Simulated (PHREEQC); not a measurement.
1.6 g of hydrous ferric oxide (600 m²/g; 0.2 weak and 0.005 strong sites per Fe, Dzombak-Morel constants, diffuse double layer) in 1 kg of water with 0.001 mol/kgw of an inert sodium salt, at 25 °C; the pH is set by adding NaOH or the inert anion's acid. O2 is buffered at 0.21 atm. CO2 from the air is kept out. Nothing may precipitate in this run.

Equilibrium calculation in PHREEQC: ion-association model, wateq4f.dat.

```tsv
pH	surface charge σ (C/m²)	surface potential ψ (mV)
4	0.135	206
4.38	0.098	193
4.75	0.070	178
5.12	0.049	162
5.5	0.033	145
5.88	0.022	125
6.25	0.015	106
6.62	0.010	85
7	0.006	64
7.38	0.003	42
7.75	0.002	21
8.12	0.000	-1
8.5	-0.002	-23
8.88	-0.004	-44
9.25	-0.006	-66
9.62	-0.010	-86
10	-0.016	-107
```

Species that the database lacks are ignored.
